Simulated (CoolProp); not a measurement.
2000 sccm (0 °C, 1 atm) of nitrogen bubbles through liquid hexamethyldisiloxane (MM) at 319.9 K and leaves saturated at a total pressure of 0.15 MPa (ideal gas phase). Each further row changes one setting.

Values from CoolProp's reference Helmholtz-energy equation of state, Thol 2016.

```tsv
case	vapour pressure (kPa)	mole fraction of vapour	delivery (mg/min)	delivery (sccm)	change of delivery for a bath 1 K warmer (%)
as stated	15.3	0.102	1650	227	4.8
bath temperature 324.9 K	18.9	0.126	2090	288	4.8
total pressure 0.3 MPa	15.3	0.0511	780	108	4.6
```
